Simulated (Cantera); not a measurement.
## Dilute partial oxidation

An isothermal, constant-pressure homogeneous reactor starts with CH4 : O2 : N2 = 0.017 : 0.0034 : 1 (molar parts), equivalence ratio 10, at 1500 K and 9.30 bar.

Detailed kinetics in Cantera: GRI-Mech 3.0 (53 species, 325 reactions). GRI-Mech 3.0 stops at C3 and has no aromatics, soot or wall deposition, so with more carbon than oxygen in the feed, carbon stays in small species such as C2H2 where larger ones or solid carbon would form.

| t (s) | x CH4 | x O2 | x C2H6 | x HO2 | x H2O2 |
|---|---|---|---|---|---|
| 9.00e-6 | 0.0167 | 0.00333 | 2.56e-10 | 1.99e-8 | 1.77e-10 |
| 3.19e-5 | 0.0167 | 0.00333 | 1.21e-8 | 4.90e-8 | 4.74e-10 |
| 0.000113 | 0.0167 | 0.00333 | 4.87e-7 | 5.74e-8 | 5.65e-10 |
| 0.000401 | 0.0166 | 0.00333 | 7.46e-6 | 5.00e-8 | 4.93e-10 |
| 0.00142 | 0.0165 | 0.00331 | 3.85e-5 | 6.08e-8 | 6.09e-10 |
| 0.00504 | 0.0160 | 0.00318 | 0.000131 | 9.94e-8 | 1.01e-9 |
| 0.0179 | 0.0134 | 0.00216 | 0.000153 | 1.70e-7 | 1.70e-9 |
| 0.0633 | 0.00969 | 0.000222 | 2.72e-5 | 2.66e-8 | 2.66e-10 |
| 0.224 | 0.00731 | 4.75e-7 | 8.71e-6 | 7.28e-11 | <1e-12 |
| 0.796 | 0.00424 | <1e-12 | 2.46e-6 | <1e-12 | <1e-12 |
| 2.82 | 0.00217 | <1e-12 | 6.95e-7 | <1e-12 | <1e-12 |
| 10.0 | 0.00184 | <1e-12 | 5.28e-7 | <1e-12 | <1e-12 |
x: mole fraction; the columns are a selection and need not sum to one.

Equilibrium at this temperature and pressure: CH4 0.000611, O2 <1e-12, C2H6 4.71e-8, HO2 <1e-12, H2O2 <1e-12 (gas phase only).
